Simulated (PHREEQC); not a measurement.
Model water analysis in mg/kgw, 20 °C, pH 7.21, pe 2.3:

| constituent | mg/kgw |
|---|---|
| Na | 10.8 |
| K | 1.9 |
| Ca | 14.2 |
| Mg | 3.16 |
| Cl | 18.2 |
| S(6) as SO4 | 16.2 |
| Alkalinity as HCO3 | 36.2 |
| Br | 0.0798 |
| Si as SiO2 | 1.12 |
| Li | 0.00592 |
| B | 0.0144 |

Valence states are taken as typed.

Model: ion-association model, phreeqc.dat, run in PHREEQC.

```
Property                        Value
--------------------  ---------------
ionic strength        0.00208 mol/kgw
specific conductance        145 µS/cm
charge-balance error            1.5 %
```

```tsv
species	molality	activity	log γ
HCO3-	0.000589	0.000561	-0.021
Cl-	0.000513	0.000488	-0.022
Na+	0.000469	0.000447	-0.022
Ca+2	0.000346	0.000284	-0.085
SO4-2	0.000159	0.000131	-0.086
Mg+2	0.000126	0.000104	-0.085
CO2	8.33e-5	8.33e-5	0.000
K+	4.86e-5	4.62e-5	-0.022
H4SiO4	1.86e-5	1.86e-5	0.000
```

This is a speciation only: nothing precipitates in the calculation.
